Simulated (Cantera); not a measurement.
A closed system holds: 1 mol SiHCl3, 4.1 mol NH3, held at 1298.15 K and 0.133 bar.

These are equilibrium values from Cantera (NASA tables, ideal gas, pure condensed phases), not measurements of a reactor. Candidate condensed phases: NH4Cl, Si, Si3N4; 28 gas species. The tables' values for SiCl3 are old estimates; treat these amounts as uncertain. The numbers say what is thermodynamically allowed, not how fast it happens.

Base state: H2 0.553, HCl 0.291, N2 0.150, SiCl4 0.00520, SiCl3 0.000541, SiHCl3 0.000447, SiCl2 0.000336 (mole fractions); condensed: Si3N4(s).

Q: What changes in the equilibrium state with this change: pressure from 0.133 bar to 0.0120 bar?

A: 
| species | before | after |
|---|---|---|
| H2 | 0.553 | 0.549 |
| HCl | 0.291 | 0.297 |
| N2 | 0.150 | 0.149 |
| SiCl4 | 0.00520 | 0.00260 |
| SiCl2 | 0.000336 | 0.00177 |
| SiHCl3 | 0.000447 | 0.000217 |
| SiCl3 | 0.000541 | 0.000879 |
| Si3N4(s), mol | 0.313 | 0.316 |
